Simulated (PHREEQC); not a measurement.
# Buffer

Solution (40 °C): 0.15 mol/kgw KH2PO4, 0.0048 mol/kgw NH3 and 0.00013 mol/kgw KCl. Closed to the air; pH follows from the charge balance.

Computed with PHREEQC (ion-association model, wateq4f.dat).

Each row changes one thing in this solution. No solid was allowed to form.

```
case                                    pH  ionic strength (mol/kgw)  H2PO4- (mol/kgw)  HPO4-2 (mol/kgw)  KHPO4- (mol/kgw)  H3PO4 (mol/kgw)
------------------------------------  ----  ------------------------  ----------------  ----------------  ----------------  ---------------
as made                               5.28                     0.159             0.145           0.00451          0.000395          9.60e-5
KCl left out                          5.28                     0.159             0.145           0.00451          0.000395          9.60e-5
0.031 mol/kgw Na2SO4 added            5.23                     0.233             0.145           0.00445          0.000322         0.000103
NH3 left out                          4.45                     0.151             0.149          0.000664           5.95e-5         0.000679
KCl from 0.00013 to 0.000143 mol/kgw  5.28                     0.159             0.145           0.00451          0.000395          9.60e-5
diluted 10-fold with water            5.53                    0.0160            0.0145          0.000481           8.43e-6          6.60e-6
```

H3PO4, which wateq4f.dat lacks, is added to it with the constant of phreeqc.dat. At this temperature some constants are extrapolated from 25 °C, and those without enthalpy data are left unchanged.
